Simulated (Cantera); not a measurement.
An isothermal, constant-pressure homogeneous reactor starts with CO : O₂ : H₂O : N₂ = 0.0045 : 0.014 : 0.069 : 1 (molar parts), equivalence ratio 0.16, at 1448 K and 7500 Torr. Integrator tolerance rtol = 1e-08.

Model: GRI-Mech 3.0 (53 species, 325 reactions), integrated in Cantera.

Question: What does this change do: pressure from 7500 Torr to 195 Torr?

Answer: 
```json
[
 {"quantity": "x(CO) at 2.00 s", "before": "2.77e-8 (gas-phase equilibrium 2.78e-8)", "after": "1.76e-7 (gas-phase equilibrium 1.73e-7)"},
 {"quantity": "x(O₂) at 2.00 s", "before": "0.0108 (gas-phase equilibrium 0.0107)", "after": "0.0108 (gas-phase equilibrium 0.0107)"},
 {"quantity": "x(H₂O) at 2.00 s", "before": "0.0636 (gas-phase equilibrium 0.0636)", "after": "0.0636 (gas-phase equilibrium 0.0636)"},
 {"quantity": "x(NO) at 2.00 s", "before": "4.19e-8 (gas-phase equilibrium 0.000231)", "after": "2.13e-7 (gas-phase equilibrium 0.000231)"},
 {"quantity": "x(HO₂) at 2.00 s", "before": "2.03e-8 (gas-phase equilibrium 2.01e-8)", "after": "8.17e-9 (gas-phase equilibrium 8.07e-9)"},
 {"quantity": "x(OH) at 2.00 s", "before": "1.05e-5 (gas-phase equilibrium 1.05e-5)", "after": "2.64e-5 (gas-phase equilibrium 2.60e-5)"},
 {"quantity": "x(N₂O) at 2.00 s", "before": "4.95e-8 (gas-phase equilibrium 4.92e-8)", "after": "8.31e-9 (gas-phase equilibrium 7.93e-9)"}
]
```

Question: What does this change do: 0.058 parts H2 added?

Answer: 
```json
[
 {"quantity": "x(CO) at 2.00 s", "before": "2.77e-8 (gas-phase equilibrium 2.78e-8)", "after": "0.00180 (gas-phase equilibrium 0.00178)"},
 {"quantity": "x(O₂) at 2.00 s", "before": "0.0108 (gas-phase equilibrium 0.0107)", "after": "<1e-12 (gas-phase equilibrium <1e-12)"},
 {"quantity": "x(H₂O) at 2.00 s", "before": "0.0636 (gas-phase equilibrium 0.0636)", "after": "0.0835 (gas-phase equilibrium 0.0835)"},
 {"quantity": "x(NO) at 2.00 s", "before": "4.19e-8 (gas-phase equilibrium 0.000231)", "after": "5.67e-10 (gas-phase equilibrium 1.86e-9)"},
 {"quantity": "x(HO₂) at 2.00 s", "before": "2.03e-8 (gas-phase equilibrium 2.01e-8)", "after": "<1e-12 (gas-phase equilibrium <1e-12)"},
 {"quantity": "x(OH) at 2.00 s", "before": "1.05e-5 (gas-phase equilibrium 1.05e-5)", "after": "3.44e-8 (gas-phase equilibrium 3.44e-8)"},
 {"quantity": "x(N₂O) at 2.00 s", "before": "4.95e-8 (gas-phase equilibrium 4.92e-8)", "after": "<1e-12 (gas-phase equilibrium <1e-12)"}
]
```
The hydrogen kinetics of GRI-Mech 3.0 are dated; newer H2 mechanisms differ, most at raised pressure.
